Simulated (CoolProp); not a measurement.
A single-stage vapour-compression cycle with R21: evaporating at 290.15 K (dew point), condensing at 316.15 K (bubble point), superheat 10 K, subcooling 0 K, compressor efficiency 0.6, no pressure losses. Each further row changes one setting.

Computed with CoolProp (reference Helmholtz-energy equation of state, Platzer 1990). This equation is an older, rougher fit; its heat capacities, sound speeds and derivatives of the liquid may be far off and weren't checked against measurements.

```json
[
 {"case": "as stated", "cooling COP": "6.11", "pressure ratio": "2.35", "discharge temperature (K)": "358.8", "refrigerating effect (kJ/kg)": "214", "volumetric capacity (kJ/m³)": "1260"},
 {"case": "evaporating temperature 295.15 K", "cooling COP": "7.81", "pressure ratio": "1.97", "discharge temperature (K)": "351.8", "refrigerating effect (kJ/kg)": "216", "volumetric capacity (kJ/m³)": "1510"},
 {"case": "condensing temperature 311.15 K", "cooling COP": "7.69", "pressure ratio": "2.02", "discharge temperature (K)": "348.2", "refrigerating effect (kJ/kg)": "219", "volumetric capacity (kJ/m³)": "1290"},
 {"case": "subcooling 5 K", "cooling COP": "6.27", "pressure ratio": "2.35", "discharge temperature (K)": "358.8", "refrigerating effect (kJ/kg)": "219", "volumetric capacity (kJ/m³)": "1290"},
 {"case": "superheat 20 K", "cooling COP": "6.07", "pressure ratio": "2.35", "discharge temperature (K)": "369.8", "refrigerating effect (kJ/kg)": "220", "volumetric capacity (kJ/m³)": "1250"},
 {"case": "compressor efficiency 0.5", "cooling COP": "5.10", "pressure ratio": "2.35", "discharge temperature (K)": "368.9", "refrigerating effect (kJ/kg)": "214", "volumetric capacity (kJ/m³)": "1260"}
]
```
